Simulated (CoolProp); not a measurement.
Isobutene along the isobar 20800 kPa: Z from the reference equation and from simpler models built on Tc = 418.1 K, pc = 4016 kPa, ω = 0.193; each cubic takes its own stable root.

Model: reference Helmholtz-energy equation of state, Lemmon 2005, in CoolProp. It is a short technical equation, of lower accuracy than the large ones.

```csv
T (K),phase,reference
300.6,liquid,0.7578
313.7,liquid,0.7416
326.9,liquid,0.7274
340,liquid,0.7155
353.1,liquid,0.7054
366.2,liquid,0.6973
379.3,liquid,0.6909
392.4,liquid,0.6863
405.5,liquid,0.6835
418.6,supercritical,0.6826
431.7,supercritical,0.6834
444.8,supercritical,0.6860
457.9,supercritical,0.6905
471,supercritical,0.6969
484.1,supercritical,0.7050
```

How far does each simpler model (van der Waals, Redlich-Kwong) lie from the reference over these 15 states: mean and median of the absolute difference, and the worst?


- van der Waals: mean 39.0 %, median 40.1 %, worst +49.6 % at 300.6 K and 20800 kPa
- Redlich-Kwong: mean 6.5 %, median 6.8 %, worst +7.1 % at 300.6 K and 20800 kPa
